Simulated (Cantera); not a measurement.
A freely propagating, adiabatic, planar premixed flame of 18.3 % H₂, 20.1 % O₂, 61.5 % N₂, equivalence ratio 0.45, unburnt at 523 K and 4580 Torr; mixture-averaged transport, grid criteria slope 0.08 and curve 0.16, no radiation.

Model: the H2/O2 subset of GRI-Mech 3.0, which has no nitrogen chemistry, integrated in Cantera. The hydrogen kinetics of GRI-Mech 3.0 are dated; newer H2 mechanisms differ, most at raised pressure. Burning velocities carry a grid error of a few per cent, more on coarse grids. Lean hydrogen flames are cellular in practice and burn faster than this planar one.

x: mole fraction of selected species; z is measured from the peak of heat release.

```
z (mm)   T (K)  u (m/s)      x H₂   x O₂       x H    x H₂O₂      x OH       x O
-------  -----  -------  --------  -----  --------  --------  --------  --------
-0.199     524    0.895     0.178  0.203     <1e-8   1.18e-7     <1e-8     <1e-8
-0.132     528    0.893     0.168  0.205     <1e-8   1.46e-6     <1e-8     <1e-8
-0.0993    540    0.900     0.155  0.208     <1e-8       [?]     <1e-8     <1e-8
-0.0662    593    0.964     0.128  0.211     <1e-8   4.35e-5     <1e-8   6.37e-8
-0.0331    [?]     1.35       [?]  0.201       [?]       [?]       [?]       [?]
-0.0165   1154     1.80    0.0502  0.181  0.000308  0.000195  0.000396  0.000272
0         1456     2.27    0.0244  0.154   0.00115   1.94e-5   0.00195   0.00139
0.0165    1643     2.56   0.00988  0.136   0.00127   4.45e-6   0.00389   0.00219
0.0331    1738     2.71   0.00421  0.128  0.000814   2.84e-6   0.00461   0.00197
0.0662    1809     2.82   0.00120  0.125  0.000233   1.57e-6   0.00384  0.000985
0.132     1840     2.86  0.000270  0.125   3.17e-5   7.01e-7   0.00220  0.000277
0.265     1849     2.88   6.08e-5  0.125   4.27e-6   3.15e-7   0.00118   7.59e-5
0.529     1851     2.88   2.42e-5  0.126   1.31e-6   2.05e-7  0.000810   3.48e-5
```

**Question.** Complete the blanks.

**Answer.** 
- -0.0993, x H₂O₂: 6.87e-6
- -0.0331, T (K): 854
- -0.0331, x H₂: 0.0799
- -0.0331, x H: 1.20e-5
- -0.0331, x H₂O₂: 0.000220
- -0.0331, x OH: 1.93e-5
- -0.0331, x O: 1.41e-5
